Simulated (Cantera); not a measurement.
Charge: 1 mol B2O3, 4.1 mol H2, held at 1523.15 K and 10.0 mbar.

These are equilibrium values from Cantera (NASA tables, ideal gas, pure condensed phases), not measurements of a reactor. Candidate condensed phases: B, B2O3, B3O3H3, H2O; 23 gas species. Rates play no part.

Base state: H2 0.981, HBO 0.00753, HBO2 0.00721, B2O3 0.00346, H2O 0.000591, B2O2 0.000405, H 0.000229, BO 4.44e-5 (mole fractions); condensed: B2O3(l).

What changes in the equilibrium state with this change: temperature from 1523.15 K to 2025 K?


| species | before | after |
|---|---|---|
| H2 | 0.981 | 0.710 |
| B2O3 | 0.00346 | 0.107 |
| HBO2 | 0.00721 | 0.0791 |
| BO | 4.44e-5 | 0.0173 |
| H | 0.000229 | 0.0162 |
| B2O2 | 0.000405 | 0.0106 |
| HBO | 0.00753 | 0.0535 |
| OH | 4.26e-9 | 1.52e-5 |
| BO2 | 6.41e-8 | 0.000228 |
| H2O | 0.000591 | 0.00635 |
| B2O3(l), mol | 0.953 | 0 |

What changes in the equilibrium state with this change: pressure from 10.0 mbar to 94.0 Pa?


```json
[
 {"species": "H2", "before": "0.981", "after": "0.911"},
 {"species": "B2O3", "before": "0.00346", "after": "0.0368"},
 {"species": "HBO2", "before": "0.00721", "after": "0.0261"},
 {"species": "HBO", "before": "0.00753", "after": "0.0206"},
 {"species": "BO", "before": "4.44e-5", "after": "0.000411"},
 {"species": "B2O2", "before": "0.000405", "after": "0.00326"},
 {"species": "H", "before": "0.000229", "after": "0.000721"},
 {"species": "H2O", "before": "0.000591", "after": "0.000726"},
 {"species": "B2O3(l), mol", "before": "0.953", "after": "0.721"}
]
```
